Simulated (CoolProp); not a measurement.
A single-stage vapour-compression cycle with R125: evaporating at 280.15 K (dew point), condensing at 318.15 K (bubble point), superheat 8 K, subcooling 0 K, compressor efficiency 0.65, no pressure losses. Each further row changes one setting.

The numbers come from the reference Helmholtz-energy equation of state, Lemmon 2005 in CoolProp.

```
case                              cooling COP  pressure ratio  discharge temperature (K)  refrigerating effect (kJ/kg)  volumetric capacity (kJ/m³)
--------------------------------  -----------  --------------  -------------------------  ----------------------------  ---------------------------
as stated                                3.24            2.72                      334.8                          81.1                         4030
evaporating temperature 285.15 K         3.93            2.35                        [?]                          83.5                          [?]
condensing temperature 313.15 K          4.00             [?]                      328.9                          89.0                         4420
subcooling 5 K                           3.56            2.72                      334.8                          89.4                         4440
superheat 18 K                           3.35            2.72                        [?]                          90.2                          [?]
compressor efficiency 0.55                [?]            2.72                      338.8                          81.1                         4030
```

Problem. Some entries are withheld; supply them.

Solution. 
- evaporating temperature 285.15 K, discharge temperature (K): 333.6
- evaporating temperature 285.15 K, volumetric capacity (kJ/m³): 4830
- condensing temperature 313.15 K, pressure ratio: 2.42
- superheat 18 K, discharge temperature (K): 344.4
- superheat 18 K, volumetric capacity (kJ/m³): 4220
- compressor efficiency 0.55, cooling COP: 2.74
